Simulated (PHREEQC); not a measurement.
A solution holds 0.03 mol/kgw HF, 0.065 mol/kgw CsF, 3.6e-05 mol/kgw H4SiO4 and 0.00051 mol/kgw HCl, at 25 °C. Closed to the air; pH follows from the charge balance.

Model: ion-association model, wateq4f.dat, run in PHREEQC.

Each row changes one thing in this solution. Precipitation was switched off in this run.

| case | pH | ionic strength (mol/kgw) | F- (mol/kgw) | HF (mol/kgw) | HF2- (mol/kgw) | H2F2 (mol/kgw) | SI of Quartz (SiO2) |
|---|---|---|---|---|---|---|---|
| as made | 3.50 | 0.0654 | 0.0596 | 0.0222 | 0.00516 | 0.00131 | -9.07 |
| CsF from 0.065 to 0.0325 mol/kgw | 3.19 | 0.0333 | 0.0299 | 0.0239 | 0.00276 | 0.00150 | -8.55 |
| temperature from 25 to 50 °C | 3.67 | 0.0653 | 0.0587 | 0.0231 | 0.00596 | 0.000548 | -7.73 |
| diluted 100-fold with water | 3.85 | 0.000794 | 0.000789 | 0.000160 | 4.85e-7 | 6.69e-8 | -2.46 |
| HCl from 0.00051 to 0.000255 mol/kgw | 3.50 | 0.0654 | 0.0599 | 0.0220 | 0.00514 | 0.00128 | -9.06 |
| temperature from 25 to 55 °C | 3.71 | 0.0653 | 0.0586 | 0.0232 | 0.00604 | 0.000454 | -7.46 |
| 0.003 mol/kgw AgNO3 added | 3.49 | 0.0678 | 0.0594 | 0.0222 | 0.00515 | 0.00131 | -9.07 |

Some of these states are supersaturated (in Cerargyrite, for instance). Away from 25 °C the constants follow the database's enthalpies or fits; those with neither stay at their 25 °C values. SiF6-2 is the database's only silicon fluoride.
